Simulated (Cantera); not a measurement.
# Ignition delay

Mixture: H2 : O2 : N2 : H2O = 1 : 0.312 : 1.56 : 0.29 (molar parts), equivalence ratio 1.6, at 930000 Pa, adiabatic and at constant volume. Ignition delay is the time to a rise of 400 K.

Computed with Cantera and GRI-Mech 3.0 (53 species, 325 reactions). The hydrogen kinetics of GRI-Mech 3.0 are dated; newer H2 mechanisms differ, most at raised pressure. Where the delays flatten at high temperature, the 400 K rule measures the pace of heat release, not the induction time.

```
T0 (K)  delay (ms)
------  ----------
1125         0.733
1175         0.288
1225         0.111
1275        0.0398
1325        0.0137
1375       0.00617
1425       0.00380
1475       0.00272
1525       0.00210
1575       0.00171
```

```
Item                                                    Value
--------------------------------------------------  ---------
apparent activation energy between 1475 and 1575 K  90 kJ/mol
```
